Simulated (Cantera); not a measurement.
What does this Cantera script print?

```python
import numpy as np
import cantera as ct

gas_names = [...]  # 110 gases of nasa_gas.yaml made of C, H, O
cond_names = """
    C(gr) C6H6(L) C7H8(L) C8H18(L),n-octa H2O(s) H2O(L)
""".split()


# ... load() reads the species with a 1 bar reference pressure and builds the phases ...
atoms = {
    'C6H6': {'C': 6, 'H': 6},
    'O2': {'O': 2},
}
top_T = {'C(gr)': 4500}  # K; cautious upper limits of use, not melting points


# ... equilibrate(T, P, feed) seeds the gas with the atoms and calls Mixture.equilibrate('TP', solver="vcs", rtol=1e-11, max_steps=5000) ...
results = []
feed = {'C6H6': 1, 'O2': 1}  # mol
P = 43  # Pa
for T in [723, 823, 923, 1023, 1123, 1223, 1323, 1423, 1523, 1623]:
    mix = equilibrate(T, P, feed)
    results.append((T, P, feed, dict(zip(mix.species_names, mix.species_moles))))

top = {s: max(r[3][s] / sum(r[3][g] for g in gas_names) for r in results) for s in gas_names}
cols = sorted((s for s in top if top[s] > 0.001), key=lambda s: -top[s])[:5]
seen = [c for c in cond_names if any(r[3].get(c, 0) > 1e-12 for r in results)]
print("log10 of partial pressures in bar; condensed amounts in mol")
print(f"{'T/K':>10s}" + "".join(f"{s[:9]:>10s}" for s in cols + seen))
for T, P, feed, n in results:
    ng = sum(n[g] for g in gas_names)
    print(f"{T:10.4g}" + "".join(f"{np.log10(max(n[s] / ng * P / 1e5, 1e-99)):10.3f}" for s in cols)
          + "".join(f"{n.get(c, 0):10.4g}" for c in seen))
```

Output:

```
log10 of partial pressures in bar; condensed amounts in mol
       T/K        H2        CO       CO2       H2O         H     C(gr)
       723    -3.569    -3.895    -4.595    -5.153   -14.858     4.346
       823    -3.588    -3.771    -5.862    -6.237   -12.928     4.022
       923    -3.588    -3.765    -7.031    -7.165   -11.406     4.002
      1023    -3.588    -3.765    -7.976    -7.916   -10.177         4
      1123    -3.588    -3.764    -8.748    -8.533    -9.165         4
      1223    -3.588    -3.764    -9.390    -9.050    -8.316         4
      1323    -3.588    -3.764    -9.932    -9.488    -7.594         4
      1423    -3.589    -3.765   -10.395    -9.864    -6.972         4
      1523    -3.589    -3.765   -10.794   -10.190    -6.431         4
      1623    -3.590    -3.765   -11.142   -10.476    -5.955         4
```

Equilibrium computed with Cantera from the NASA thermochemical tables; the gas is ideal and each condensed phase is pure.
